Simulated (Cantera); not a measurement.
**Thermodynamics of silicon oxide and oxynitride deposition, feed Si₂H₆ + O₃**

Feed: 1 mol Si₂H₆, 7.6 mol O₃, at 0.000630 bar.

Method: chemical equilibrium by Gibbs-energy minimisation in Cantera with the NASA 1993 tables (ideal gas, pure condensed phases). Candidate condensed phases: H₂O, Si, SiO₂; 18 gas species. The feed counts by its element totals alone. The tables hold silica as quartz up to 1696 K and as liquid above; real silica turns to tridymite and cristobalite and melts near 1996 K. Equilibrium is a limit: real reactors are often held back by kinetics, nucleation or transport.

```csv
T (K),log p O₂,log p H₂O,log p OH,log p O,log p H₂,log p H,log p SiO₂,n SiO₂(β-quartz),n SiO₂(condensed)
1273,-3.34,-3.76,-7.16,-8.64,-9.36,-10.83,<-15,2.00,0
1323,-3.34,-3.76,-6.91,-8.25,-8.98,-10.29,-14.43,2.00,0
1373,-3.34,-3.76,-6.68,-7.88,-8.62,-9.79,-13.58,2.00,0
1423,-3.34,-3.76,-6.46,-7.54,-8.29,-9.32,-12.79,2.00,0
1473,-3.34,-3.76,-6.26,-7.22,-7.97,-8.89,-12.05,2.00,0
1523,-3.34,-3.76,-6.07,-6.93,-7.68,-8.48,-11.36,2.00,0
1573,-3.34,-3.76,-5.89,-6.65,-7.41,-8.10,-10.72,2.00,0
1623,-3.34,-3.76,-5.72,-6.39,-7.16,-7.74,-10.11,2.00,0
1673,-3.34,-3.77,-5.57,-6.15,-6.92,-7.40,-9.54,2.00,0
1723,-3.34,-3.77,-5.42,-5.92,-6.69,-7.08,-9.02,0,2.00
```
log p: log10 of the partial pressure in bar; n: condensed amount in mol.

From 1273 K to 1673 K the condensed part is SiO₂(β-quartz). At 1723 K the condensed part is SiO₂(condensed).
